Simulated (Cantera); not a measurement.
Feed: 1 mol HMDSO, 1.6 mol CO₂, 2 mol N₂, equilibrated at 13.3 mbar.

These are equilibrium values from Cantera (NASA tables, ideal gas, pure condensed phases), not measurements of a reactor. Candidate condensed phases: C, C₆H₆, C₇H₈, C₈H₁₈, H₂O, Si, SiC, SiO₂, Si₂N₂O, Si₃N₄; 151 gas species. The feed counts by its element totals alone. Rates play no part.

Over these rows the condensed part is C(graphite) + SiC(s). Partial pressures as log10 of bar:

| T (K) | 1000/T (1/K) | log p Si | log p H₂ | log p CO | log p N₂ |
|---|---|---|---|---|---|
| 1623 | 0.6161 | -8.75 | -2.10 | -2.44 | -2.76 |
| 1673 | 0.5977 | ? | -2.10 | -2.44 | -2.76 |
| 1723 | 0.5804 | -7.79 | -2.10 | -2.44 | -2.76 |
| 1773 | 0.5640 | -7.34 | -2.10 | -2.44 | -2.76 |
| 1823 | 0.5485 | -6.93 | -2.11 | -2.44 | -2.76 |
| 1873 | 0.5339 | -6.53 | -2.11 | -2.44 | -2.76 |

Q: Fit log p(Si) = a + b·(1000/T) to the five rows, give the apparent enthalpy, and predict the row at 1673 K.

A: Means: 1000/T = 0.5686, log p = -7.468. Sxy = -0.108646, Sxx = 0.0040247, so b = -26.99 and a = -7.468 − (-26.99)×0.5686 = 7.88.
Apparent enthalpy: −19.145 × (-26.99) = 517 kJ/mol. The condensed phases alone fix this pressure, through SiC(s) = Si(g) + C(graphite), so the slope is that reaction's ΔH° and the other gases don't enter. The five rows lie within 0.01 of the line.
Prediction at 1673 K: 7.88 + (-26.99)×0.5977 = -8.25. The computed value is -8.25, 0.00 from the line.
